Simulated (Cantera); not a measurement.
A closed system holds: 1 mol Fe(CO)5, 0.049 mol H2, 22 mol N2, equilibrated at 1098 K and 100000 Pa.

These are equilibrium values from Cantera (NASA tables, ideal gas, pure condensed phases), not measurements of a reactor. Candidate condensed phases: C, C6H6, C7H8, C8H18, Fe, Fe(CO)5, FeO, Fe(OH)2, Fe(OH)3, Fe2O3, Fe3O4, H2O; 140 gas species. Condensed phases not in the tables: cementite and carbon dissolved in iron. Rates play no part.

Base state: N2 0.816, CO 0.179, CO2 0.00294, H2 0.00179, H2O 2.95e-5 (mole fractions); condensed: C(graphite) + Fe(α).

**Question.** What changes in the equilibrium state with this change: N2 from 22 to 6.7 mol?

**Answer.** 
```json
[
 {"species": "N2", "before": "0.816", "after": "0.579"},
 {"species": "CO", "before": "0.179", "after": "0.402"},
 {"species": "CO2", "before": "0.00294", "after": "0.0148"},
 {"species": "H2O", "before": "2.95e-5", "after": "0.000151"},
 {"species": "H2", "before": "0.00179", "after": "0.00408"},
 {"species": "C(graphite), mol", "before": "0.0801", "after": "0.173"},
 {"species": "Fe(α), mol", "before": "1.00", "after": "1.00"}
]
```
